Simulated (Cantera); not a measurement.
## SiF₄ + O₂ + O₃ (silicon oxide and oxynitride deposition)

Feed: 1 mol SiF₄, 1.7 mol O₂, 9.1 mol O₃, at 7.90 Pa.

Equilibrium computed with Cantera from the NASA thermochemical tables; the gas is ideal and each condensed phase is pure. Candidate condensed phases: Si, SiO₂; 17 gas species. The tables' values for SiF₃, SiO₂ are old estimates; treat these amounts as uncertain. The tables hold silica as quartz up to 1696 K and as liquid above; real silica turns to tridymite and cristobalite and melts near 1996 K. Equilibrium is a limit: real reactors are often held back by kinetics, nucleation or transport.

```
T (K)  log p O₂  log p SiF₄  log p O  log p F  n SiO₂(β-quartz)  n SiO₂(condensed)
-----  --------  ----------  -------  -------  ----------------  -----------------
600       -4.13       -5.32     <-16     <-16                 0                  0
700       -4.13       -5.32     <-16     <-16                 0                  0
800       -4.13       -5.32   -15.16   -15.25                 0                  0
900       -4.13       -5.32   -13.33   -14.56                 0                  0
1000      -4.13       -5.32   -11.87   -13.05                 0                  0
1100      -4.13       -5.32   -10.67   -11.81                 0                  0
1200      -4.13       -5.32    -9.67   -10.78                 0                  0
1300      -4.13       -5.32    -8.82    -9.91                 0                  0
1400      -4.13       -5.32    -8.09    -9.16                 0                  0
1500      -4.13       -5.32    -7.46    -8.51          0.000148                  0
1600      -4.13       -5.32    -6.90    -7.94          0.000516                  0
1700      -4.13       -5.32    -6.42    -7.43                 0            0.00134
1800      -4.14       -5.32    -5.98    -6.98                 0           0.000145
```
log p: log10 of the partial pressure in bar; n: condensed amount in mol.

From 600 K to 1400 K nothing is condensed. From 1500 K to 1600 K the condensed part is SiO₂(β-quartz). From 1700 K to 1800 K the condensed part is SiO₂(condensed). The main Si-bearing gas is SiF₄ throughout.
